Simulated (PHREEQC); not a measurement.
Consider water at 25 °C with 0.0059 mol H2SeO3, 0.17 mol H3PO4 and 0.011 mol CaCl2 per kg of water. Closed to the air; pH follows from the charge balance.

Model: ion-association model, wateq4f.dat, run in PHREEQC.

The ionic strength comes out as 0.0650 mol/kgw. What activity coefficients do HSeO3-, Cl-, H2PO4-, CaH2PO4+, Ca+2 get?

HSeO3- 0.81, Cl- 0.79, H2PO4- 0.81, CaH2PO4+ 0.81, Ca+2 0.44.

No solid was allowed to form. Complexes and solids missing from the database can't appear. H3PO4, which wateq4f.dat lacks, is added to it with the constant of phreeqc.dat.
